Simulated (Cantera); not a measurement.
A Cantera script and what it prints.

```python
import numpy as np
import cantera as ct

gas_names = """
    OH SiH4 SiO H2 SiH2 H
""".split()
cond_names = """

""".split()


# ... load() reads the species with a 1 bar reference pressure and builds the phases ...
species = {s.name: s for s in load("nasa_gas.yaml", gas_names) + load("nasa_condensed.yaml", cond_names)}
# Each term lists the table entries of one substance; the one whose range holds T is used.
reactions = {
    '2 OH(g) + 2 SiH4(g) = 2 SiO(g) + 5 H2(g)':
        [(-2, ['OH']), (-2, ['SiH4']), (2, ['SiO']), (5, ['H2'])],
    'SiH4(g) = SiH2(g) + 2 H(g)':
        [(-1, ['SiH4']), (1, ['SiH2']), (2, ['H'])],
}


def pick(names, T):
    return next(species[n] for n in names if species[n].thermo.min_temp <= T <= species[n].thermo.max_temp)


results = []
for label, terms in reactions.items():
    print(label)
    print("     T/K   dH/kJ  dS/(J/K)   dG/kJ   log10 K")
    for T in [300, 623, 648, 673, 698, 723, 748, 773]:
        used = [(nu, pick(names, T)) for nu, names in terms]
        dH = sum(nu * s.thermo.h(T) for nu, s in used) / 1e6
        dS = sum(nu * s.thermo.s(T) for nu, s in used) / 1e3
        dG = dH - T * dS / 1e3
        logK = -dG * 1e6 / (ct.gas_constant * T * np.log(10))
        results.append((label, T, dH, dS, dG, logK, [s.name for _, s in used]))
        print(f"{T:8g} {dH:8.1f} {dS:8.1f} {dG:8.1f} {logK:8.2f}")
```

Result:

```
2 OH(g) + 2 SiH4(g) = 2 SiO(g) + 5 H2(g)
     T/K   dH/kJ  dS/(J/K)   dG/kJ   log10 K
     300   -348.0    300.1   -438.1    76.28
     623   -335.5    330.3   -541.3    45.38
     648   -335.0    331.0   -549.5    44.30
     673   -334.6    331.7   -557.8    43.29
     698   -334.3    332.2   -566.1    42.36
     723   -334.0    332.6   -574.4    41.50
     748   -333.7    332.9   -582.7    40.69
     773   -333.6    333.1   -591.1    39.94
SiH4(g) = SiH2(g) + 2 H(g)
     T/K   dH/kJ  dS/(J/K)   dG/kJ   log10 K
     300    647.1    232.5    577.3  -100.52
     623    656.1    253.4    498.2   -41.77
     648    656.7    254.3    491.9   -39.65
     673    657.3    255.2    485.5   -37.68
     698    657.8    256.0    479.1   -35.86
     723    658.4    256.8    472.7   -34.15
     748    658.9    257.5    466.3   -32.56
     773    659.4    258.1    459.9   -31.07
```

Cantera with NASA thermochemical tables; ideal gases at 1 bar, condensed phases pure. Condensed species are held in their standard states even where they would react or evaporate.
